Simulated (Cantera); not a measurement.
An isothermal, constant-pressure homogeneous reactor starts with C2H6 : H2 = 1 : 1.1 (molar parts), at 1700 K and 1.01 bar.

Model: GRI-Mech 3.0 (53 species, 325 reactions), integrated in Cantera. GRI-Mech 3.0 stops at C3 and has no aromatics, soot or wall deposition, so with more carbon than oxygen in the feed, carbon stays in small species such as C2H2 where larger ones or solid carbon would form.

x: mole fraction; the columns are a selection and need not sum to one.

```tsv
t (s)	x C2H6	x H2	x CH3	x CH2	x C2H
3.00e-5	0.0318	0.540	0.00566	3.32e-6	2.33e-7
7.08e-5	0.00464	0.558	0.00216	7.84e-7	2.08e-7
0.000167	0.000712	0.573	0.000924	1.84e-7	1.31e-7
0.000395	0.000232	0.588	0.000609	8.79e-8	1.14e-7
0.000931	0.000178	0.605	0.000569	7.93e-8	1.38e-7
0.00220	0.000148	0.619	0.000543	7.56e-8	1.59e-7
0.00519	0.000125	0.632	0.000503	7.08e-8	1.66e-7
0.0122	9.13e-5	0.651	0.000430	6.23e-8	1.75e-7
0.0289	5.29e-5	0.679	0.000324	4.94e-8	1.88e-7
0.0682	2.59e-5	0.706	0.000215	3.53e-8	2.05e-7
0.161	[?]	0.722	[?]	[?]	2.17e-7
0.380	1.35e-5	0.726	0.000134	2.38e-8	2.20e-7
0.897	1.35e-5	0.726	0.000133	2.38e-8	2.20e-7
2.12	1.35e-5	0.726	0.000133	2.38e-8	2.20e-7
5.00	1.35e-5	0.726	0.000133	2.38e-8	2.20e-7
```

Q: What belongs in the gaps?

A: 
- 0.161, x C2H6: 1.53e-5
- 0.161, x CH3: 0.000149
- 0.161, x CH2: 2.61e-8
